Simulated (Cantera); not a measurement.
Charge: 1 mol B, 18 mol H2O, 7.3 mol N2.

Method: chemical equilibrium by Gibbs-energy minimisation in Cantera with the NASA 1993 tables (ideal gas, pure condensed phases). Candidate condensed phases: B, BN, B2O3, B3O3H3, H2O; 39 gas species. Gases not in the tables: H3BO3. Kinetics and transport are ignored.

### Question
What condenses at these points (T in K, P in Pa): (1525, 100000); (1825, 10); (1825, 4600); (2225, 10); (2125, 46)?

### Answer
```csv
T (K),P in Pa,condensed phases,B condensed (%)
1525,100000,B2O3,21.9
1825,10,gas only,0.0
1825,4600,gas only,0.0
2225,10,gas only,0.0
2125,46,gas only,0.0
```
